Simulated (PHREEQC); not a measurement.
PHREEQC input (ion-association model, wateq4f.dat):

```
SOLUTION_MASTER_SPECIES
  An  An-  0  An  62.0  # stands for a non-complexing anion
SOLUTION_SPECIES
  An- = An-
    -log_k 0
    -gamma 3.0 0
PHASES
  Fix_H+
    H+ = H+
    -log_k 0
SOLUTION 1
  temp 25
  units mmol/kgw
  pH 7 charge
  Na 50
  An 50
END
SELECTED_OUTPUT 1
  -reset false
  -pH true
  -pe true
  -ionic_strength true
  -water true
  -totals Na
  -molalities Hfo_wOH Hfo_wOH2+ Hfo_wO- Hfo_sOH Hfo_sOH2+ Hfo_sO-
USER_PUNCH 1
  -headings sigma psi
  10 PUNCH EDL("sigma", "Hfo"), EDL("psi", "Hfo")
PRINT
  -reset false
USE solution 1
SURFACE 1
  Hfo_wOH 0.000966292 600 0.43
  Hfo_sOH 2.41573e-05
EQUILIBRIUM_PHASES 1
  Fix_H+ -3 HAn 10
    -force_equality true
  O2(g) -0.68 10
END
# ... the last block is repeated for the other 12 points of pH, with NaOH or the acid as the point needs
```

Selected output (columns that matter, 13 of 13 rows; pH added in front):

```
pH	mu	Na	m_Hfo_wOH	m_Hfo_wOH2+	m_Hfo_wO-	m_Hfo_sOH	m_Hfo_sOH2+	m_Hfo_sO-	sigma	psi
3	0.051651	0.05	3.4409e-05	0.00093185	2.9107e-08	8.6022e-07	2.3296e-05	7.2767e-10	0.35722	0.16903
3.5	0.050819	0.05	9.1435e-05	0.00087464	2.1898e-07	2.2859e-06	2.1866e-05	5.4745e-09	0.33521	0.16619
4	0.05051	0.05	0.00019685	0.00076828	1.1555e-06	4.9213e-06	1.9207e-05	2.8887e-08	0.29408	0.15964
4.5	0.050356	0.05	0.00033574	0.00062643	4.1221e-06	8.3934e-06	1.5661e-05	1.0305e-07	0.23857	0.14902
5	0.050253	0.05	0.00047317	0.00048249	1.0631e-05	1.1829e-05	1.2062e-05	2.6576e-07	0.18089	0.13497
5.5	0.050177	0.05	0.00058395	0.00036069	2.1658e-05	1.4599e-05	9.0172e-06	5.4144e-07	0.12997	0.11827
6	0.05012	0.05	0.00066012	0.00026908	3.71e-05	1.6503e-05	6.7269e-06	9.2749e-07	0.088929	0.099367
6.5	0.050077	0.05	0.00070532	0.00020552	5.5451e-05	1.7633e-05	5.1381e-06	1.3863e-06	0.057531	0.078413
7	0.050046	0.05	0.00072841	0.00016357	7.4312e-05	1.821e-05	4.0892e-06	1.8578e-06	0.034216	0.055529
7.5	0.050023	0.05	0.00073847	0.00013589	9.1936e-05	1.8462e-05	3.3972e-06	2.2984e-06	0.016849	0.031066
8	0.050004	0.05	0.00074166	0.00011608	0.00010855	1.8541e-05	2.9021e-06	2.7138e-06	0.0028881	0.0056452
8.5	0.050018	0.050032	0.00074049	9.9276e-05	0.00012653	1.8512e-05	2.4819e-06	3.1632e-06	-0.010448	-0.019955
9	0.050047	0.050082	0.00073399	8.2256e-05	0.00015004	1.835e-05	2.0564e-06	3.7511e-06	-0.025987	-0.044928
```

Complexes and solids missing from the database can't appear. The oxide is taken as insoluble; below pH 4 it would dissolve.
